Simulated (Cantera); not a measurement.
**Si + O₂ + H₂ (thermal oxidation and active oxidation of silicon)**

Feed: 1 mol Si, 0.0021 mol O₂, 12 mol H₂, at 0.100 bar.

Equilibrium computed with Cantera from the NASA thermochemical tables; the gas is ideal and each condensed phase is pure. Candidate condensed phases: H₂O, Si, SiO₂; 18 gas species. Mutual solubility and eutectic melting of coexisting phases are not modelled. The tables hold silica as quartz up to 1696 K and as liquid above; real silica turns to tridymite and cristobalite and melts near 1996 K. Gases not in the tables: Si₂H₆ and higher silanes. The numbers say what is thermodynamically allowed, not how fast it happens.

At 1348 K the condensed part is Si(s) + SiO₂(β-quartz). From 1398 K to 1648 K the condensed part is Si(s). From 1698 K to 1898 K the condensed part is Si(l). The main Si-bearing gas is SiO throughout.

```json
[
 {"T (K)": "1348", "log p H₂": "-1.00", "log p H": "-6.14", "log p SiO": "-4.63", "log p Si": "-9.73", "log p SiH₂": "-7.77", "log p SiH": "-9.42", "log p Si₂": "<-13", "n Si(s)": "0.996", "n SiO₂(β-quartz)": "0.000682", "n Si(l)": "0"},
 {"T (K)": "1398", "log p H₂": "-1.00", "log p H": "-5.83", "log p SiO": "-4.46", "log p Si": "-9.11", "log p SiH₂": "-7.44", "log p SiH": "-8.91", "log p Si₂": "-12.34", "n Si(s)": "0.996", "n SiO₂(β-quartz)": "0", "n Si(l)": "0"},
 {"T (K)": "1448", "log p H₂": "-1.00", "log p H": "-5.54", "log p SiO": "-4.46", "log p Si": "-8.53", "log p SiH₂": "-7.13", "log p SiH": "-8.43", "log p Si₂": "-11.59", "n Si(s)": "0.996", "n SiO₂(β-quartz)": "0", "n Si(l)": "0"},
 {"T (K)": "1498", "log p H₂": "-1.00", "log p H": "-5.26", "log p SiO": "-4.46", "log p Si": "-8.00", "log p SiH₂": "-6.84", "log p SiH": "-7.99", "log p Si₂": "-10.90", "n Si(s)": "0.996", "n SiO₂(β-quartz)": "0", "n Si(l)": "0"},
 {"T (K)": "1548", "log p H₂": "-1.00", "log p H": "-5.01", "log p SiO": "-4.46", "log p Si": "-7.50", "log p SiH₂": "-6.56", "log p SiH": "-7.58", "log p Si₂": "-10.25", "n Si(s)": "0.996", "n SiO₂(β-quartz)": "0", "n Si(l)": "0"},
 {"T (K)": "1598", "log p H₂": "-1.00", "log p H": "-4.77", "log p SiO": "-4.46", "log p Si": "-7.03", "log p SiH₂": "-6.31", "log p SiH": "-7.19", "log p Si₂": "-9.64", "n Si(s)": "0.996", "n SiO₂(β-quartz)": "0", "n Si(l)": "0"},
 {"T (K)": "1648", "log p H₂": "-1.00", "log p H": "-4.55", "log p SiO": "-4.46", "log p Si": "-6.59", "log p SiH₂": "-6.07", "log p SiH": "-6.82", "log p Si₂": "-9.07", "n Si(s)": "0.996", "n SiO₂(β-quartz)": "0", "n Si(l)": "0"},
 {"T (K)": "1698", "log p H₂": "-1.00", "log p H": "-4.34", "log p SiO": "-4.46", "log p Si": "-6.18", "log p SiH₂": "-5.86", "log p SiH": "-6.49", "log p Si₂": "-8.54", "n Si(s)": "0", "n SiO₂(β-quartz)": "0", "n Si(l)": "0.996"},
 {"T (K)": "1748", "log p H₂": "-1.00", "log p H": "-4.14", "log p SiO": "-4.46", "log p Si": "-5.84", "log p SiH₂": "-5.69", "log p SiH": "-6.21", "log p Si₂": "-8.13", "n Si(s)": "0", "n SiO₂(β-quartz)": "0", "n Si(l)": "0.995"},
 {"T (K)": "1798", "log p H₂": "-1.00", "log p H": "-3.95", "log p SiO": "-4.46", "log p Si": "-5.51", "log p SiH₂": "-5.53", "log p SiH": "-5.95", "log p Si₂": "-7.73", "n Si(s)": "0", "n SiO₂(β-quartz)": "0", "n Si(l)": "0.995"},
 {"T (K)": "1848", "log p H₂": "-1.00", "log p H": "-3.78", "log p SiO": "-4.46", "log p Si": "-5.20", "log p SiH₂": "-5.38", "log p SiH": "-5.70", "log p Si₂": "-7.36", "n Si(s)": "0", "n SiO₂(β-quartz)": "0", "n Si(l)": "0.994"},
 {"T (K)": "1898", "log p H₂": "-1.00", "log p H": "-3.61", "log p SiO": "-4.46", "log p Si": "-4.91", "log p SiH₂": "-5.24", "log p SiH": "-5.47", "log p Si₂": "-7.01", "n Si(s)": "0", "n SiO₂(β-quartz)": "0", "n Si(l)": "0.993"}
]
```
log p: log10 of the partial pressure in bar; n: condensed amount in mol.
